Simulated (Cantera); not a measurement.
Feed: 1 mol SiCl4, 1.4 mol Cl2, 0.56 mol H2, at 825 °C and 0.730 bar.

Cantera equilibrium calculation (NASA polynomials, part measured and part estimated; ideal gas, pure solids and liquids). Candidate condensed phases: Si; 19 gas species. Equilibrium is a limit: real reactors are often held back by kinetics, nucleation or transport.

Base state: HCl 0.378, SiCl4 0.338, Cl2 0.283, Cl 0.000922 (mole fractions); condensed: gas only.

What changes in the equilibrium state with this change: H2 from 0.56 to 4.9 mol?


```
species    before    after
-------  --------  -------
H2          <1e-9    0.477
HCl         0.378    0.386
SiCl4       0.338    0.134
Cl2         0.283    <1e-9
SiHCl3      <1e-9  0.00242
Cl       0.000922  1.46e-8
```
The tables' values for SiCl3 are old estimates; treat these amounts as uncertain.
